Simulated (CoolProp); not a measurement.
Values from CoolProp's reference Helmholtz-energy equation of state, Zhou 2016.

### Question
For R245ca, give the phase and the Z, cv (kJ/(kg K)), speed of sound (m/s) at 450 K and 5.62 MPa.

### Answer
- 450 K and 5.62 MPa: supercritical; Z 0.237, cv 1.21, speed of sound 181
